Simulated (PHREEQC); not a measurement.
0.029 g of hydrous ferric oxide (600 m²/g; 0.2 weak and 0.005 strong sites per Fe, Dzombak-Morel constants, diffuse double layer) in 1 kg of water with 0.3 mol/kgw of an inert sodium salt and 1.3e-07 mol Ag2SO4 and 6e-05 mol ZnSO4, at 25 °C; the pH is set by adding NaOH or the inert anion's acid. Oxygen alone is held at its pressure in air (log pO2 = -0.68). No CO2 enters from the air. Precipitation was switched off in this run.

The series has 17 steps of pH, from 3 to 9.

Computed with PHREEQC (ion-association model, wateq4f.dat).

Problem. Near which pH is half of the Zn sorbed, and on which side is more sorbed?

Solution. Near pH 8.1, with more sorbed at higher pH.

Along this series the solution becomes supersaturated in solids that the run did not let form, among them Zn(OH)2-e. The oxide is taken as insoluble; below pH 4 it would dissolve.
